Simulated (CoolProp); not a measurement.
Vapour-liquid equilibrium of dimethyl ether (1) + n-perfluorobutane (2) at 332.8 K; x and y are mole fractions of (1).

Model: multi-fluid Helmholtz-energy mixture model, Wu 2011 and Gao 2022; pair parameters Bell 2016, in CoolProp.

| x | bubble pressure, mixture model (MPa) | bubble pressure, Raoult's law (MPa) | y, mixture model | y, Raoult's law |
|---|---|---|---|---|
| 0.05 | 0.8486 | 0.7495 | 0.164 | 0.096 |
| 0.2 | 1.218 | 0.8579 | 0.446 | 0.335 |
| 0.35 | 1.472 | 0.9664 | 0.577 | 0.520 |
| 0.5 | 1.610 | 1.075 | 0.650 | 0.668 |
| 0.65 | 1.672 | 1.183 | 0.704 | 0.789 |
| 0.8 | 1.674 | 1.292 | 0.766 | 0.890 |
| 0.95 | 1.550 | 1.400 | 0.902 | 0.975 |

The largest gap from Raoult's law is +52.3 % in bubble pressure, at x = 0.35. y crosses x between x = 0.65 and 0.8: the model has an azeotrope there.

The pair parameters rest on a limited set of measurements; away from them the model extrapolates. With so large a gap from Raoult's law the liquid may split in two, which this calculation doesn't test in full.
